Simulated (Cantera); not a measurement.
Cantera run:

```python
import numpy as np
import cantera as ct

gas_names = """
    H HNO HNO2 HNO3 HO2 H2 H2O H2O2 N NH NH2 NH3 NH2OH NO NO2 NO3 N2 N2H2 N2H4 N2O O OH O2 O3
""".split()
cond_names = """
    H2O(s) H2O(L)
""".split()


# ... load() reads the species with a 1 bar reference pressure and builds the phases ...
atoms = {
    'N2O': {'N': 2, 'O': 1},
    'H2': {'H': 2},
}
top_T = {}  # K; cautious upper limits of use, not melting points


# ... equilibrate(T, P, feed) seeds the gas with the atoms and calls Mixture.equilibrate('TP', solver="vcs", rtol=1e-11, max_steps=5000) ...
results = []
feed = {'N2O': 1, 'H2': 0.051}  # mol
T = 1973.15  # K
P = 1900000  # Pa
mix = equilibrate(T, P, feed)
results.append((T, P, feed, dict(zip(mix.species_names, mix.species_moles))))
x = sorted(zip(gas.X, gas.species_names), reverse=True)
print(f"T = {T:g} K  P = {P:g} Pa  gas = {mix.phase_moles(0):.4g} mol")
print("   x: " + "  ".join(f"{s} {v:.3e}" for v, s in x if v > 0.001))
print("   condensed (mol): " + ("  ".join(f"{mix.phase(i).name} {mix.phase_moles(i):.4g}"
      for i in range(1, mix.n_phases) if mix.phase_moles(i) > 1e-12) or "none"))
```

Result:

```
T = 1973.15 K  P = 1.9e+06 Pa  gas = 1.526 mol
   x: N2 6.515e-01  O2 3.069e-01  H2O 3.315e-02  NO 7.811e-03
   condensed (mol): none
```

Equilibrium computed with Cantera from the NASA thermochemical tables; the gas is ideal and each condensed phase is pure.
